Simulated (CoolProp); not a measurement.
Vapour-liquid equilibrium of fluoroethane (R161) (1) + R134a (2) at 292 kPa; x and y are mole fractions of (1).

Computed with CoolProp (multi-fluid Helmholtz-energy mixture model, Wu 2012 and Tillner-Roth 1994; pair parameters Bell 2016).

**Question.** Give the bubble temperature and the first vapour's composition at x = 0.05, 0.2, 0.35. Is there an azeotrope?

**Answer.** x = 0.05: 272.6 K, y = 0.064; x = 0.2: 271.1 K, y = 0.252; x = 0.35: 269.5 K, y = 0.429. No azeotrope shows between x = 0.05 and 0.95.

Pair parameters are fitted to limited data, so mixtures are less certain than the pure fluids.
